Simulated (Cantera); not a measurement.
Charge: 1 mol Si₃N₄, a varied amount of O₂, 350 mol N₂, equilibrated at 0.520 bar.

Cantera equilibrium calculation (NASA polynomials, part measured and part estimated; ideal gas, pure solids and liquids). Candidate condensed phases: Si, SiO₂, Si₂N₂O, Si₃N₄; 16 gas species. Mutual solubility and eutectic melting of coexisting phases are not modelled. Equilibrium is a limit: real reactors are often held back by kinetics, nucleation or transport.

Stable condensed phases, one row left out:

```
T in °C \ n(O₂) in mol
         0.0093  0.012  0.016  0.022  0.029  0.039  0.052
   1627       A      A      A      A      A      A      A
   1602       A      A      A      A      A      A      A
   1577       A      A      A      A      A      A      A
   1552       A      A      A      A      A      A      B
   1527       A      A      A      A      B      B      B
   1502       A      A      A      B      B      B      B
   1452       B      B      B      B      B      B      B
   1427       B      B      B      B      B      B      B
   1402       B      B      B      B      B      B      B
   1377       B      B      B      B      B      B      B
   1352       B      B      B      B      B      B      B
   1327       B      B      B      B      B      B      B
```

A: Si₃N₄; B: Si₂N₂O + Si₃N₄.

### Question
Give the row for 1477 °C.

### Answer
0.0093: Si₃N₄; 0.012: Si₂N₂O + Si₃N₄; 0.016: Si₂N₂O + Si₃N₄; 0.022: Si₂N₂O + Si₃N₄; 0.029: Si₂N₂O + Si₃N₄; 0.039: Si₂N₂O + Si₃N₄; 0.052: Si₂N₂O + Si₃N₄.
